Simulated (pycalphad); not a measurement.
An equivalent pycalphad script:

```python
from pycalphad import Database, equilibrium, calculate, variables as v
import numpy as np
db = Database('COST507.tdb')
comps = ['HF', 'C', 'VA']
phases = ['BCC_A2', 'FCC_A1', 'GRAPHITE', 'HCP_A3', 'LIQUID']
eq = equilibrium(db, comps, phases, {v.X('C'): 0.1432, v.T: np.arange(3300, 499, -100), v.P: 101325, v.N: 1}, output=['HM', 'SM'])
```

All values are pycalphad results on the COST 507 light-alloy database (1999) (1 atm), not direct measurements. The database dates from 1999; later assessments differ in places, in temperatures and in the compounds included. Amounts are mole fractions of atoms. Kinetics are ignored, which matters at the lower temperatures.

Results at three of the temperatures:

```
T = 2600.00 K, P = 101325 Pa, N = 1 mol of atoms
G = -226987 J/mol, H = 43094 J/mol, S = 103.88 J/(mol K)  (SER reference)
chemical potentials (J/mol): Hf -216840, C -287699
phase             fraction      x(Hf)       x(C)
HCP_A3              0.9444     0.8682     0.1318
FCC_A1              0.0556     0.6637     0.3363
```

```
T = 2000.00 K, P = 101325 Pa, N = 1 mol of atoms
G = -168012 J/mol, H = 17298 J/mol, S = 92.65 J/(mol K)  (SER reference)
chemical potentials (J/mol): Hf -150405, C -273358
phase             fraction      x(Hf)       x(C)
HCP_A3              0.7509     0.9265     0.0735
FCC_A1              0.2491     0.6466     0.3534
```

```
T = 500.00 K, P = 101325 Pa, N = 1 mol of atoms
G = -56239 J/mol, H = -31508 J/mol, S = 49.46 J/(mol K)  (SER reference)
chemical potentials (J/mol): Hf -23399, C -252733
phase             fraction      x(Hf)       x(C)
HCP_A3              0.6428     0.9876     0.0124
FCC_A1              0.3572     0.6213     0.3787
```

Changes of the phase set, refined by bisection:

| T (°C) | phases above | phases below |
|---|---|---|
| 2375.9 | fcc + liquid | fcc + hcp |

FCC_A1 is fcc; HCP_A3 is hcp. The fcc model also describes the rock-salt carbide or nitride (TiC, TiN, HfC).
